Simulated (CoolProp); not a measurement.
Vapour-liquid equilibrium of n-hexane (1) + benzene (2) at 0.267 MPa; x and y are mole fractions of (1).

The numbers come from the multi-fluid Helmholtz-energy mixture model, Thol 2019 and Thol 2012; pair parameters Bell 2016 in CoolProp.

```tsv
x	bubble temperature (°C)	y at the bubble point	dew temperature at overall composition x (°C)	liquid density (mol/L)
0.05	113.3	0.090	114.1	9.686
0.2	109.1	0.292	111.0	9.091
0.35	106.6	0.438	108.0	8.546
0.5	104.9	0.563	105.7	8.050
0.65	103.8	0.683	104.1	7.600
0.8	103.2	0.809	103.3	7.192
0.95	103.1	0.949	103.1	6.819
```

y crosses x between x = 0.8 and 0.95: the model has an azeotrope there.

Pair parameters are fitted to limited data, so mixtures are less certain than the pure fluids.
